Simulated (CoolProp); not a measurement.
Saturation properties of CH2F2 (R32).

Values from CoolProp's reference Helmholtz-energy equation of state, Tillner-Roth 1997.

```json
[
 {"T (K)": "272.1", "p (bar)": "7.861", "liquid density (kg/m³)": "1059", "vapour density (kg/m³)": "21.36", "liquid conductivity (mW/(m K))": "155"},
 {"T (K)": "280.2", "p (bar)": "10.13", "liquid density (kg/m³)": "1030", "vapour density (kg/m³)": "27.60", "liquid conductivity (mW/(m K))": "149"},
 {"T (K)": "288.3", "p (bar)": "12.86", "liquid density (kg/m³)": "1000", "vapour density (kg/m³)": "35.35", "liquid conductivity (mW/(m K))": "142"},
 {"T (K)": "296.4", "p (bar)": "16.12", "liquid density (kg/m³)": "968.2", "vapour density (kg/m³)": "44.97", "liquid conductivity (mW/(m K))": "136"},
 {"T (K)": "304.5", "p (bar)": "19.96", "liquid density (kg/m³)": "933.7", "vapour density (kg/m³)": "56.97", "liquid conductivity (mW/(m K))": "129"},
 {"T (K)": "312.5", "p (bar)": "24.39", "liquid density (kg/m³)": "896.3", "vapour density (kg/m³)": "71.89", "liquid conductivity (mW/(m K))": "122"},
 {"T (K)": "320.6", "p (bar)": "29.61", "liquid density (kg/m³)": "853.9", "vapour density (kg/m³)": "91.27", "liquid conductivity (mW/(m K))": "115"},
 {"T (K)": "328.7", "p (bar)": "35.64", "liquid density (kg/m³)": "804.7", "vapour density (kg/m³)": "117.0", "liquid conductivity (mW/(m K))": "107"}
]
```

It boils at 221.5 K under 1 atm.

Thermal conductivity comes from a separate model (Huber 2003), an estimate that may be off by 10 % or more.
